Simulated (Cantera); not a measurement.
**Stirred combustor or abatement burner**

A perfectly stirred reactor is fed with 13.1 % H2, 15.2 % O2, 71.7 % N2, at 59000 Pa; it is adiabatic with a 600 K inlet, and is followed from long to short residence time, starting on the burning branch (τ in s: 0.033, 0.015, 0.0068, 0.0031, 0.0014, 0.00063, 0.00028, 0.00013, 5.8e-05, 2.6e-05, 1.2e-05, 5.3e-06).

Detailed kinetics in Cantera: GRI-Mech 3.0 (53 species, 325 reactions).

```json
[
 {"τ (s)": "0.033", "T (K)": "1580", "x H2": "0.000460", "x O2": "0.0921", "x HO2": "5.33e-6", "x O": "0.000492", "x H2O2": "2.60e-7", "x H": "0.000120", "x N2O": "4.84e-7"},
 {"τ (s)": "0.015", "T (K)": "1572", "x H2": "0.000769", "x O2": "0.0919", "x HO2": "7.96e-6", "x O": "0.000824", "x H2O2": "3.62e-7", "x H": "0.000262", "x N2O": "4.11e-7"},
 {"τ (s)": "0.0068", "T (K)": "1560", "x H2": "0.00128", "x O2": "0.0918", "x HO2": "1.14e-5", "x O": "0.00136", "x H2O2": "5.04e-7", "x H": "0.000565", "x N2O": "3.36e-7"},
 {"τ (s)": "0.0031", "T (K)": "1540", "x H2": "0.00208", "x O2": "0.0916", "x HO2": "1.56e-5", "x O": "0.00218", "x H2O2": "7.12e-7", "x H": "0.00118", "x N2O": "2.68e-7"},
 {"τ (s)": "0.0014", "T (K)": "1508", "x H2": "0.00337", "x O2": "0.0916", "x HO2": "2.04e-5", "x O": "0.00337", "x H2O2": "1.04e-6", "x H": "0.00241", "x N2O": "2.09e-7"},
 {"τ (s)": "0.00063", "T (K)": "1460", "x H2": "0.00540", "x O2": "0.0920", "x HO2": "2.56e-5", "x O": "0.00488", "x H2O2": "1.59e-6", "x H": "0.00463", "x N2O": "1.60e-7"},
 {"τ (s)": "0.00028", "T (K)": "1389", "x H2": "0.00896", "x O2": "0.0934", "x HO2": "3.19e-5", "x O": "0.00635", "x H2O2": "2.54e-6", "x H": "0.00825", "x N2O": "1.14e-7"},
 {"τ (s)": "0.00013", "T (K)": "1292", "x H2": "0.0163", "x O2": "0.0975", "x HO2": "4.03e-5", "x O": "0.00671", "x H2O2": "3.92e-6", "x H": "0.0125", "x N2O": "7.05e-8"},
 {"τ (s)": "5.8e-5", "T (K)": "600", "x H2": "0.131", "x O2": "0.152", "x HO2": "<1e-12", "x O": "<1e-12", "x H2O2": "<1e-12", "x H": "<1e-12", "x N2O": "<1e-12"},
 {"τ (s)": "2.6e-5", "T (K)": "600", "x H2": "0.131", "x O2": "0.152", "x HO2": "<1e-12", "x O": "<1e-12", "x H2O2": "<1e-12", "x H": "<1e-12", "x N2O": "<1e-12"},
 {"τ (s)": "1.2e-5", "T (K)": "600", "x H2": "0.131", "x O2": "0.152", "x HO2": "<1e-12", "x O": "<1e-12", "x H2O2": "<1e-12", "x H": "<1e-12", "x N2O": "<1e-12"},
 {"τ (s)": "5.3e-6", "T (K)": "600", "x H2": "0.131", "x O2": "0.152", "x HO2": "<1e-12", "x O": "<1e-12", "x H2O2": "<1e-12", "x H": "<1e-12", "x N2O": "<1e-12"}
]
```
x: mole fraction; the columns are a selection and need not sum to one.
